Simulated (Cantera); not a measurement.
**B2O3 + O2 + H2 + HF (boron, boron nitride and boron oxide)**

Charge: 1 mol B2O3, 1.7 mol O2, 170 mol H2, 0.00064 mol HF, equilibrated at 1.40 mbar.

Equilibrium computed with Cantera from the NASA thermochemical tables; the gas is ideal and each condensed phase is pure. Candidate condensed phases: B, B2O3, B3O3H3, H2O; 43 gas species. Equilibrium is a limit: real reactors are often held back by kinetics, nucleation or transport.

| T (K) | x H2 | x H2O | x HBO2 | x H | x HBO | x B2O3 | x BO | n B2O3(l) |
|---|---|---|---|---|---|---|---|---|
| 1200 | 0.978 | 0.0185 | 0.00302 | 5.22e-6 | 8.46e-6 | 6.57e-6 | 1.97e-9 | 0.741 |
| 1250 | 0.977 | 0.0171 | 0.00575 | 1.28e-5 | 2.78e-5 | 3.15e-5 | 1.44e-8 | 0.502 |
| 1300 | 0.975 | 0.0149 | 0.0100 | 2.92e-5 | 8.54e-5 | 0.000133 | 9.22e-8 | 0.111 |
| 1350 | 0.974 | 0.0144 | 0.0111 | 6.29e-5 | 0.000146 | 0.000202 | 3.12e-7 | 0 |
| 1400 | 0.974 | 0.0145 | 0.0110 | 0.000128 | 0.000208 | 0.000231 | 8.33e-7 | 0 |
| 1450 | 0.974 | 0.0146 | 0.0109 | 0.000249 | 0.000288 | 0.000260 | 2.07e-6 | 0 |
| 1500 | 0.973 | 0.0147 | 0.0107 | 0.000464 | 0.000387 | 0.000288 | 4.81e-6 | 0 |
| 1550 | 0.973 | 0.0149 | 0.0105 | 0.000830 | 0.000508 | 0.000315 | 1.05e-5 | 0 |
| 1600 | 0.972 | 0.0150 | 0.0103 | 0.00143 | 0.000652 | 0.000339 | 2.18e-5 | 0 |
x: gas mole fraction; n: condensed amount in mol.

From 1200 K to 1300 K the condensed part is B2O3(l). From 1350 K to 1600 K nothing is condensed. The main B-bearing gas is HBO2 throughout.
